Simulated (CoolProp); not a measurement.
Vapour-liquid equilibrium of propylene (1) + cyclohexane (2) at 12.05 °C; x and y are mole fractions of (1).

Values from CoolProp's multi-fluid Helmholtz-energy mixture model, Lemmon 2013 and Zhou 2014; pair parameters Bell 2016.

Task: Give the bubble pressure and the first vapour's composition at x = 0.35, 0.725, 0.875. Is there an azeotrope?

Result: x = 0.35: 0.3233 MPa, y = 0.982; x = 0.725: 0.5990 MPa, y = 0.994; x = 0.875: 0.7132 MPa, y = 0.997. No azeotrope shows between x = 0.05 and 0.95.

The pair parameters rest on a limited set of measurements; away from them the model extrapolates. The gap from Raoult's law changes sign with composition, which may be real or a fault of the pair parameters; it wasn't checked against measurements.
